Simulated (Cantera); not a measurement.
An adiabatic, constant-volume homogeneous reactor starts with 11.1 % CH₄, 15.9 % O₂, 73.0 % N₂, equivalence ratio 1.4, at 1300 K and 17.8 atm.

Cantera simulation using GRI-Mech 3.0 (53 species, 325 reactions); the numbers are that mechanism's predictions, not measurements. The pressure lies above the range GRI-Mech 3.0 was tuned for (to about 10 atm).

One state of this run: T (K) = 2912; P (bar) = 43.1; x CH₄ = 7.56e-11; x O₂ = 0.000261; x HO₂ = 7.59e-7; x CH₂O = 6.09e-8; x H₂ = 0.0486. x: mole fraction; the columns are a selection and need not sum to one.

Problem. Which value of t (s) does it belong to?
A) 0.000606
B) 3.39e-5
C) 0.0459
D) 0.000143

Solution. C, 0.0459
